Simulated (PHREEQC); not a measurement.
Consider water at 90 °C with 0.0015 mol Cu(NO3)2, 0.0041 mol HNO3 and 0.056 mol Fe2(SO4)3 per kg of water. Closed to the air; pH follows from the charge balance.

Equilibrium calculation in PHREEQC: ion-association model, wateq4f.dat.

This is a speciation only: nothing precipitates in the calculation.

Question: Order these S species by the share of S that they hold, largest first: FeSO4+, Fe(SO4)2-, FeHSO4+2, HSO4-, SO4-2.

Answer: FeSO4+ (33 %), SO4-2 (27 %), HSO4- (22 %), Fe(SO4)2- (17 %), FeHSO4+2 (2.0 %)

The pH is 2.32 and the ionic strength 0.279 mol/kgw. The solution is supersaturated, for example in Hematite (slow to form), Goethite (slow to form), so a real one may precipitate; this is no full list. Away from 25 °C the constants follow the database's enthalpies or fits; those with neither stay at their 25 °C values.
